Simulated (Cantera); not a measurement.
An adiabatic, constant-volume homogeneous reactor starts with 16.6 % CH4, 17.5 % O2, 65.9 % N2, equivalence ratio 1.9, at 1475 K and 1000000 Pa.

Model: GRI-Mech 3.0 (53 species, 325 reactions), integrated in Cantera.

x: mole fraction; the columns are a selection and need not sum to one.

```
t (s)     T (K)  P (bar)    x CH4     x O2     x CH2       x HO2      x C2H6       x CH3
--------  -----  -------  -------  -------  --------  ----------  ----------  ----------
5.00e-6    1475    10.00    0.166    0.175  2.76e-12     3.44e-6     5.43e-8     9.48e-6
1.62e-5    1475    10.00    0.166    0.175  5.65e-11  (withheld)  (withheld)  (withheld)
5.27e-5    1477     10.0    0.166    0.174  2.69e-10     8.71e-6    0.000107     9.87e-5
0.000171   1495     10.1    0.162    0.172   1.63e-9     3.14e-5    0.000941    0.000189
0.000555   2875     22.7  1.19e-9  3.43e-5  1.24e-10     1.23e-7      <1e-12     1.15e-9
0.00180    2875     22.7  1.19e-9  3.43e-5  1.24e-10     1.23e-7      <1e-12     1.15e-9
0.00585    2875     22.7  1.19e-9  3.43e-5  1.24e-10     1.23e-7      <1e-12     1.15e-9
0.0190     2875     22.7  1.19e-9  3.43e-5  1.24e-10     1.23e-7      <1e-12     1.15e-9
0.0616     2875     22.7  1.19e-9  3.43e-5  1.24e-10     1.23e-7      <1e-12     1.15e-9
0.200      2875     22.7  1.19e-9  3.43e-5  1.24e-10     1.23e-7      <1e-12     1.15e-9
```

Task: Complete the blanks.

Result: 
- 1.62e-5, x HO2: 5.81e-6
- 1.62e-5, x C2H6: 4.14e-6
- 1.62e-5, x CH3: 4.60e-5
